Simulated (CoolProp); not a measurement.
Saturation properties of methanol (Tc = 240.2 °C, pc = 8.216 MPa, ω = 0.565).

Model: reference Helmholtz-energy equation of state, de Reuck 1993, in CoolProp.

```
T (°C)   p (MPa)  vapour density (kg/m³)  enthalpy of vaporisation (kJ/kg)  liquid viscosity (µPa s)  liquid conductivity (mW/(m K))
------  --------  ----------------------  --------------------------------  ------------------------  ------------------------------
-4.45   0.003048                 0.04424                              1211                       870                             206
9.35    0.007161                 0.09939                              1192                       690                             203
23.15    0.01541                  0.2053                              1172                       558                             201
36.95    0.03077                  0.3947                              1150                       460                             198
50.75    0.05752                  0.7136                              1127                       385                             195
64.55     0.1016                   1.224                              1101                       326                             193
78.35     0.1707                   2.007                              1073                       279                             190
92.15     0.2747                   3.165                              1041                       241                             187
105.95    0.4252                   4.834                              1006                       210                             185
```

It boils at 64.5 °C under 1 atm.

Viscosity comes from a separate model (Xiang 2006). Thermal conductivity comes from a separate model (Sykioti 2013).
